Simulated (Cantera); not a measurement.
A perfectly stirred reactor is fed with 4.03 % H₂, 96.0 % O₂, at 10.00 Torr; it is held at 1125 K, and followed from long to short residence time.

Computed with Cantera and the H2/O2 subset of GRI-Mech 3.0, which has no nitrogen chemistry. Radical loss at walls, strong at low pressure, is not modelled. The temperature is held fixed by assumption; the heat of reaction is taken as removed at once.

Problem. Predict: x(H₂) at τ = 0.680 s; x(O₂) at τ = 0.680 s; x(H₂O₂) at τ = 0.680 s; x(H₂O) at τ = 0.680 s; x(OH) at τ = 0.680 s; x(H₂) at τ = 18.0 ms; x(O₂) at τ = 18.0 ms; x(H₂O₂) at τ = 18.0 ms; x(H₂O) at τ = 18.0 ms; x(OH) at τ = 18.0 ms.

Solution. 
```
Item                      Result
----------------------  --------
x(H₂) at τ = 0.680 s    0.000229
x(O₂) at τ = 0.680 s       0.955
x(H₂O₂) at τ = 0.680 s   7.49e-8
x(H₂O) at τ = 0.680 s     0.0403
x(OH) at τ = 0.680 s    0.000806
x(H₂) at τ = 18.0 ms     0.00195
x(O₂) at τ = 18.0 ms       0.940
x(H₂O₂) at τ = 18.0 ms   1.24e-7
x(H₂O) at τ = 18.0 ms     0.0354
x(OH) at τ = 18.0 ms     0.00242
```
